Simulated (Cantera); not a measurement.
An adiabatic, constant-pressure homogeneous reactor starts with CH4 : CO : O2 : N2 = 1 : 0.078 : 2.4 : 20.2 (molar parts), at 1400 K and 101000 Pa.

Model: GRI-Mech 3.0 (53 species, 325 reactions), integrated in Cantera.

Problem. Predict: time of steepest temperature rise; temperature at 1.00 s; equilibrium temperature; x(CO) at 1.00 s; x(O2) at 1.00 s; x(NO) at 1.00 s.

Solution. 
```
Item                                                                Result
---------------------------------  ---------------------------------------
time of steepest temperature rise                                  6.72 ms
temperature at 1.00 s                                               2262 K
equilibrium temperature                                             2262 K
x(CO) at 1.00 s                    0.00320 (gas-phase equilibrium 0.00320)
x(O2) at 1.00 s                      0.0145 (gas-phase equilibrium 0.0145)
x(NO) at 1.00 s                    0.00397 (gas-phase equilibrium 0.00397)
```
